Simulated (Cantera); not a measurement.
What does this Cantera script print?

```python
import numpy as np
import cantera as ct

gas_names = """
    B BCL BCL2 BCL3 BN B2 CL CL2 N N2
""".split()
cond_names = """
    B(b) B(L) BN(s)
""".split()


# ... load() reads the species with a 1 bar reference pressure and builds the phases ...
atoms = {
    'BCl3': {'B': 1, 'CL': 3},
    'N2': {'N': 2},
}
top_T = {'BN(s)': 3200}  # K; cautious upper limits of use, not melting points


# ... equilibrate(T, P, feed) seeds the gas with the atoms and calls Mixture.equilibrate('TP', solver="vcs", rtol=1e-11, max_steps=5000) ...
results = []
P = 1200  # Pa
for T in [1173, 1198, 1223, 1248, 1273, 1298, 1323, 1348, 1373]:
    for m in [4.5, 5.2, 6.1, 7.2, 8.5, 9.9, 12, 14, 16, 19]:
        feed = {'BCl3': 1, 'N2': m}  # mol
        mix = equilibrate(T, P, feed)
        results.append((T, P, feed, dict(zip(mix.species_names, mix.species_moles))))

for T, P, feed, n in results:
    print(f"{T:7g} {feed['N2']:10.4g}  " + (" + ".join(c for c in cond_names if n.get(c, 0) > 1e-12) or "gas only"))
```

Output:

```
   1173        4.5  BN(s)
   1173        5.2  BN(s)
   1173        6.1  BN(s)
   1173        7.2  BN(s)
   1173        8.5  BN(s)
   1173        9.9  BN(s)
   1173         12  BN(s)
   1173         14  BN(s)
   1173         16  BN(s)
   1173         19  BN(s)
   1198        4.5  BN(s)
   1198        5.2  BN(s)
   1198        6.1  BN(s)
   1198        7.2  BN(s)
   1198        8.5  BN(s)
   1198        9.9  BN(s)
   1198         12  BN(s)
   1198         14  BN(s)
   1198         16  BN(s)
   1198         19  BN(s)
   1223        4.5  BN(s)
   1223        5.2  BN(s)
   1223        6.1  BN(s)
   1223        7.2  BN(s)
   1223        8.5  BN(s)
   1223        9.9  BN(s)
   1223         12  BN(s)
   1223         14  BN(s)
   1223         16  BN(s)
   1223         19  BN(s)
   1248        4.5  BN(s)
   1248        5.2  BN(s)
   1248        6.1  BN(s)
   1248        7.2  BN(s)
   1248        8.5  BN(s)
   1248        9.9  BN(s)
   1248         12  BN(s)
   1248         14  BN(s)
   1248         16  BN(s)
   1248         19  BN(s)
   1273        4.5  BN(s)
   1273        5.2  BN(s)
   1273        6.1  BN(s)
   1273        7.2  BN(s)
   1273        8.5  BN(s)
   1273        9.9  BN(s)
   1273         12  BN(s)
   1273         14  BN(s)
   1273         16  BN(s)
   1273         19  BN(s)
   1298        4.5  BN(s)
   1298        5.2  BN(s)
   1298        6.1  BN(s)
   1298        7.2  BN(s)
   1298        8.5  BN(s)
   1298        9.9  BN(s)
   1298         12  BN(s)
   1298         14  BN(s)
   1298         16  BN(s)
   1298         19  BN(s)
   1323        4.5  BN(s)
   1323        5.2  BN(s)
   1323        6.1  BN(s)
   1323        7.2  BN(s)
   1323        8.5  BN(s)
   1323        9.9  BN(s)
   1323         12  BN(s)
   1323         14  BN(s)
   1323         16  BN(s)
   1323         19  BN(s)
   1348        4.5  BN(s)
   1348        5.2  BN(s)
   1348        6.1  BN(s)
   1348        7.2  BN(s)
   1348        8.5  BN(s)
   1348        9.9  BN(s)
   1348         12  BN(s)
   1348         14  BN(s)
   1348         16  BN(s)
   1348         19  BN(s)
   1373        4.5  BN(s)
   1373        5.2  BN(s)
   1373        6.1  BN(s)
   1373        7.2  BN(s)
   1373        8.5  BN(s)
   1373        9.9  BN(s)
   1373         12  BN(s)
   1373         14  BN(s)
   1373         16  BN(s)
   1373         19  BN(s)
```

Cantera equilibrium calculation (NASA polynomials, part measured and part estimated; ideal gas, pure solids and liquids). N2 is the only nitrogen source here; it is nearly inert below about 1500 K, so the nitride shown seldom forms there in practice. The tables' values for BCl2 are old estimates.
